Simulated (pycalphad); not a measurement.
All values are pycalphad results on the COST 507 light-alloy database (1999) (1 atm), not direct measurements. No gas phase is included, though pure Mg would boil below 1377 °C. The database dates from 1999; later assessments differ in places, in temperatures and in the compounds included. The system is extrapolated from its subsystems; higher-order compounds may be missing. Diffusion is slow at the low end, where real alloys seldom reach equilibrium.

### Question
How does the equilibrium phase assembly of Al-0.2768Mg-0.2167Si-1.723Fe (wt.%) change on cooling from 1377 °C to 97 °C?

### Answer
| T (°C) | phases above | phases below |
|---|---|---|
| 651.5 | LIQUID | AL13FE4 + FCC_A1 + LIQUID |
| 636.8 | AL13FE4 + FCC_A1 + LIQUID | AL13FE4 + FCC_A1 |
| 565.9 | AL13FE4 + FCC_A1 | AL13FE4 + ALFESI_ALPHA + FCC_A1 |
| 374.0 | AL13FE4 + ALFESI_ALPHA + FCC_A1 | AL13FE4 + ALFESI_ALPHA + FCC_A1 + MG2SI |
Changes were sought between steps of 40 K, so a narrower field can be missed.

Database names, with the compositions (at.%) that they take in these runs: AL13FE4: Al 76 Fe 24; ALFESI_ALPHA: Al 73 Fe 19 Si 7; MG2SI: Mg 67 Si 33. FCC_A1 is fcc.
